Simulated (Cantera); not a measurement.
An adiabatic, constant-volume homogeneous reactor starts with CH₄ : O₂ : N₂ = 1 : 4 : 15 (molar parts), at 1075 K and 0.360 bar. Integrator tolerance rtol = 1e-08.

Computed with Cantera and GRI-Mech 3.0 (53 species, 325 reactions).

**Question.** What does this change do: initial temperature 1075 to 1750 K?

**Answer.** 
| quantity | before | after |
|---|---|---|
| time of steepest temperature rise | 0.529 s | 0.366 ms |
| temperature at 10.0 s | 2315 K | 2635 K |
| equilibrium temperature | 2315 K | 2635 K |
| x(CH₄) at 10.0 s | <1e-12 (gas-phase equilibrium <1e-12) | <1e-12 (gas-phase equilibrium <1e-12) |
| x(O₂) at 10.0 s | 0.0933 (gas-phase equilibrium 0.0933) | 0.0880 (gas-phase equilibrium 0.0880) |
| x(NO₂) at 10.0 s | 6.77e-6 (gas-phase equilibrium 6.77e-6) | 6.71e-6 (gas-phase equilibrium 6.71e-6) |
| x(C₂H₂) at 10.0 s | <1e-12 (gas-phase equilibrium <1e-12) | <1e-12 (gas-phase equilibrium <1e-12) |
| x(HCO) at 10.0 s | 1.14e-10 (gas-phase equilibrium 1.14e-10) | 3.05e-9 (gas-phase equilibrium 3.05e-9) |
| x(C₂H) at 10.0 s | <1e-12 (gas-phase equilibrium <1e-12) | <1e-12 (gas-phase equilibrium <1e-12) |

**Question.** What does this change do: pressure from 0.360 bar to 10.0 bar?

**Answer.** 
```json
[
 {"quantity": "time of steepest temperature rise", "before": "0.529 s", "after": "19.3 ms"},
 {"quantity": "temperature at 10.0 s", "before": "2315 K", "after": "2362 K"},
 {"quantity": "equilibrium temperature", "before": "2315 K", "after": "2362 K"},
 {"quantity": "x(CH₄) at 10.0 s", "before": "<1e-12 (gas-phase equilibrium <1e-12)", "after": "<1e-12 (gas-phase equilibrium <1e-12)"},
 {"quantity": "x(O₂) at 10.0 s", "before": "0.0933 (gas-phase equilibrium 0.0933)", "after": "0.0933 (gas-phase equilibrium 0.0933)"},
 {"quantity": "x(NO₂) at 10.0 s", "before": "6.77e-6 (gas-phase equilibrium 6.77e-6)", "after": "3.74e-5 (gas-phase equilibrium 3.74e-5)"},
 {"quantity": "x(C₂H₂) at 10.0 s", "before": "<1e-12 (gas-phase equilibrium <1e-12)", "after": "<1e-12 (gas-phase equilibrium <1e-12)"},
 {"quantity": "x(HCO) at 10.0 s", "before": "1.14e-10 (gas-phase equilibrium 1.14e-10)", "after": "9.16e-11 (gas-phase equilibrium 9.16e-11)"},
 {"quantity": "x(C₂H) at 10.0 s", "before": "<1e-12 (gas-phase equilibrium <1e-12)", "after": "<1e-12 (gas-phase equilibrium <1e-12)"}
]
```
